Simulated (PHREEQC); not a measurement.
A column of 0.1 m (40 cells, dispersivity 0.0035 m, 300 s a shift, diffusion coefficient 3e-10 m²/s) holds 0.28 eq of the database's cation exchanger X per kg of pore water, first in equilibrium with 0.0035 mol ZnSO4, 0.017 mol MgSO4 and 1e-05 mol HCl per kg of water. It is flushed with 0.084 mol/kgw MgCl2, 0.013 mol/kgw CaCl2 and 1e-05 mol/kgw HCl, at 40 °C. Values are for the last cell. CO2 from the air is kept out. Precipitation was switched off in this run.

All values are PHREEQC results (ion-association model, phreeqc.dat), not measurements.

| pore volumes | S in solution (mol/kgw) | Ca in solution (mol/kgw) | Cl in solution (mol/kgw) |
|---|---|---|---|
| 0 | 0.0205 | 0 | 1.00e-5 |
| 0.3125 | 0.0205 | 0 | 1.03e-5 |
| 0.4625 | 0.0205 | 0 | 0.000388 |
| 0.7625 | 0.0167 | 0 | 0.0358 |
| 1.062 | 0.00736 | 3.04e-8 | 0.124 |
| 1.212 | 0.00398 | 1.11e-6 | 0.156 |
| 1.512 | 0.000900 | 5.23e-5 | 0.185 |
| 1.812 | 0.000163 | 0.000378 | 0.192 |
| 1.962 | 6.56e-5 | 0.000734 | 0.193 |
| 2.263 | 9.91e-6 | 0.00192 | 0.194 |
| 2.413 | 3.75e-6 | 0.00272 | 0.194 |
| 2.712 | 5.17e-7 | 0.00461 | 0.194 |
| 3.013 | 6.87e-8 | 0.00658 | 0.194 |
| 3.163 | 2.48e-8 | 0.00750 | 0.194 |
| 3.462 | 3.18e-9 | 0.00912 | 0.194 |
| 3.763 | 4.01e-10 | 0.0104 | 0.194 |
| 3.913 | 1.42e-10 | 0.0109 | 0.194 |
| 4.213 | 1.76e-11 | 0.0116 | 0.194 |
| 4.513 | 2.17e-12 | 0.0121 | 0.194 |
| 4.662 | 7.61e-13 | 0.0123 | 0.194 |
| 4.963 | 9.31e-14 | 0.0126 | 0.194 |

Constants without temperature data keep their 25 °C values here.
